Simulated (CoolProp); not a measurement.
Vapour-liquid equilibrium of fluoroethane (R161) (1) + R1234yf (2) at 2.63 kPa; x and y are mole fractions of (1).

Computed with CoolProp (multi-fluid Helmholtz-energy mixture model, Wu 2012 and Lemmon 2022; pair parameters Bell 2016).

```tsv
x	bubble temperature (K)	y at the bubble point	dew temperature at overall composition x (K)	liquid density (mol/L)
0.05	183.5	0.097	183.8	12.67
0.15	182.5	0.260	183.2	13.14
0.25	181.6	0.391	182.6	13.64
0.35	180.9	0.499	181.9	14.17
0.45	180.2	0.591	181.2	14.73
0.55	179.7	0.671	180.5	15.33
0.65	179.3	0.745	179.9	15.97
0.75	178.9	0.815	179.2	16.65
0.85	178.6	0.886	178.7	17.39
0.95	178.3	0.960	178.4	18.19
```

No azeotrope shows between x = 0.05 and 0.95.

Pair parameters are fitted to limited data, so mixtures are less certain than the pure fluids.
